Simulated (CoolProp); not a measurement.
Saturated liquid density (kg/m³) of acetone: the reference equation beside estimates from Tc = 508.1 K, pc = 46.92 bar, ω = 0.307. Rackett uses Z = 0.29056 − 0.08775 ω.

Computed with CoolProp (reference Helmholtz-energy equation of state, Lemmon 2006). It is a short technical equation, of lower accuracy than the large ones.

```tsv
T (K)	reference	Rackett	van der Waals	Soave-Redlich-Kwong
393	666.2	585.5	342.8	516.4
400.7	654.9	575.6	337.0	506.1
408.4	643.1	565.3	331.0	495.2
416	631.1	554.8	324.8	483.8
423.7	618.3	543.7	318.2	471.7
431.3	605.1	532.3	311.4	459.0
439	591.0	520.1	304.2	445.4
446.7	576.1	507.3	296.5	430.8
454.3	560.4	493.8	288.4	415.3
462	543.3	479.0	279.6	398.3
469.7	524.6	462.9	270.1	379.8
477.3	504.0	445.3	259.7	359.5
```

Absolute difference from the reference over all 12 rows, mean and median: Rackett 12.0 and 12.0 %, van der Waals 48.5 and 48.5 %, Soave-Redlich-Kwong 24.8 and 24.4 %.
